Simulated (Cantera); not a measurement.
A freely propagating, adiabatic, planar premixed flame of CH4 : O2 : N2 = 1 : 1.82 : 6.84 (molar parts), unburnt at 373 K and 2.40 bar; mixture-averaged transport, grid criteria slope 0.08 and curve 0.16, no radiation.

Model: GRI-Mech 3.0 (53 species, 325 reactions), integrated in Cantera. Burning velocities carry a grid error of a few per cent, more on coarse grids.

x: mole fraction of selected species; z is measured from the peak of heat release.

```json
[
 {"z (mm)": "-0.646", "T (K)": "373", "u (m/s)": "0.399", "x CH4": "0.103", "x O2": "0.188", "x HCO": "<1e-8", "x C2H6": "1.33e-8", "x CO": "2.84e-6", "x O": "<1e-8"},
 {"z (mm)": "-0.431", "T (K)": "375", "u (m/s)": "0.402", "x CH4": "0.103", "x O2": "0.188", "x HCO": "<1e-8", "x C2H6": "2.97e-7", "x CO": "3.85e-5", "x O": "<1e-8"},
 {"z (mm)": "-0.323", "T (K)": "387", "u (m/s)": "0.415", "x CH4": "0.102", "x O2": "0.187", "x HCO": "<1e-8", "x C2H6": "2.95e-6", "x CO": "0.000244", "x O": "<1e-8"},
 {"z (mm)": "-0.215", "T (K)": "479", "u (m/s)": "0.518", "x CH4": "0.0958", "x O2": "0.180", "x HCO": "<1e-8", "x C2H6": "5.18e-5", "x CO": "0.00226", "x O": "<1e-8"},
 {"z (mm)": "-0.108", "T (K)": "979", "u (m/s)": "1.07", "x CH4": "0.0644", "x O2": "0.138", "x HCO": "2.59e-7", "x C2H6": "0.000696", "x CO": "0.0171", "x O": "?"},
 {"z (mm)": "-0.0538", "T (K)": "1428", "u (m/s)": "1.58", "x CH4": "0.0343", "x O2": "0.0924", "x HCO": "7.47e-6", "x C2H6": "0.000970", "x CO": "0.0339", "x O": "?"},
 {"z (mm)": "0", "T (K)": "1832", "u (m/s)": "2.04", "x CH4": "0.00728", "x O2": "0.0434", "x HCO": "3.07e-5", "x C2H6": "0.000109", "x CO": "0.0494", "x O": "?"},
 {"z (mm)": "0.0538", "T (K)": "1994", "u (m/s)": "2.21", "x CH4": "0.000385", "x O2": "0.0177", "x HCO": "9.21e-6", "x C2H6": "3.19e-7", "x CO": "0.0466", "x O": "?"},
 {"z (mm)": "0.108", "T (K)": "2045", "u (m/s)": "2.26", "x CH4": "1.04e-5", "x O2": "0.0102", "x HCO": "5.02e-7", "x C2H6": "<1e-8", "x CO": "0.0389", "x O": "?"},
 {"z (mm)": "0.215", "T (K)": "2101", "u (m/s)": "2.31", "x CH4": "1.41e-8", "x O2": "0.00652", "x HCO": "8.47e-8", "x C2H6": "<1e-8", "x CO": "0.0327", "x O": "?"},
 {"z (mm)": "0.431", "T (K)": "2159", "u (m/s)": "2.37", "x CH4": "<1e-8", "x O2": "0.00425", "x HCO": "5.08e-8", "x C2H6": "<1e-8", "x CO": "0.0300", "x O": "?"},
 {"z (mm)": "0.861", "T (K)": "2210", "u (m/s)": "2.42", "x CH4": "<1e-8", "x O2": "0.00240", "x HCO": "2.84e-8", "x C2H6": "<1e-8", "x CO": "0.0282", "x O": "?"},
 {"z (mm)": "1.72", "T (K)": "2243", "u (m/s)": "2.45", "x CH4": "<1e-8", "x O2": "0.00118", "x HCO": "1.61e-8", "x C2H6": "<1e-8", "x CO": "0.0268", "x O": "?"}
]
```

Task: What belongs in the gaps?

Result: 
- -0.108, x O: 3.12e-6
- -0.0538, x O: 5.45e-5
- 0, x O: 0.000438
- 0.0538, x O: 0.00131
- 0.108, x O: 0.00158
- 0.215, x O: 0.00127
- 0.431, x O: 0.000777
- 0.861, x O: 0.000391
- 1.72, x O: 0.000177
